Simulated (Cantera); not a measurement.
## Low-pressure radical oxidation in H2/O2

An isothermal, constant-pressure homogeneous reactor starts with H₂ : O₂ : N₂ = 0.01 : 1 : 0.79 (molar parts), equivalence ratio 0.0050, at 925 K and 4.50 Torr.

Computed with Cantera and the H2/O2 subset of GRI-Mech 3.0, which has no nitrogen chemistry. Radical loss at walls, strong at low pressure, is not modelled. Below about 950 K walls govern HO2 and H2O2 in real vessels.

| t (s) | x H₂ | x O₂ | x H₂O₂ | x H | x OH |
|---|---|---|---|---|---|
| 0.000300 | 0.00556 | 0.556 | <1e-12 | <1e-12 | <1e-12 |
| 0.000591 | 0.00556 | 0.556 | <1e-12 | <1e-12 | <1e-12 |
| 0.00116 | 0.00556 | 0.556 | <1e-12 | 1.06e-12 | <1e-12 |
| 0.00229 | 0.00556 | 0.556 | <1e-12 | 1.67e-12 | 1.87e-12 |
| 0.00451 | 0.00556 | 0.556 | <1e-12 | 2.98e-12 | 4.91e-12 |
| 0.00887 | 0.00556 | 0.556 | <1e-12 | 7.16e-12 | 1.46e-11 |
| 0.0175 | 0.00556 | 0.556 | <1e-12 | 3.22e-11 | 7.24e-11 |
| 0.0344 | 0.00556 | 0.556 | <1e-12 | 5.42e-10 | 1.25e-9 |
| 0.0677 | 0.00555 | 0.556 | <1e-12 | 1.35e-7 | 3.12e-7 |
| 0.133 | 0.00202 | 0.553 | 4.08e-8 | 0.000751 | 0.000428 |
| 0.262 | 5.35e-5 | 0.553 | 7.08e-9 | 0.000283 | 0.000148 |
| 0.516 | 1.47e-5 | 0.553 | 4.33e-9 | 8.56e-5 | 8.21e-5 |
| 1.02 | 5.79e-6 | 0.554 | 3.93e-9 | 2.31e-5 | 5.13e-5 |
| 2.00 | 1.95e-6 | 0.554 | 3.55e-9 | 4.77e-6 | 3.00e-5 |
x: mole fraction; the columns are a selection and need not sum to one.

Equilibrium at this temperature and pressure: H₂ <1e-12, O₂ 0.554, H₂O₂ <1e-12, H <1e-12, OH 2.56e-8 (gas phase only).
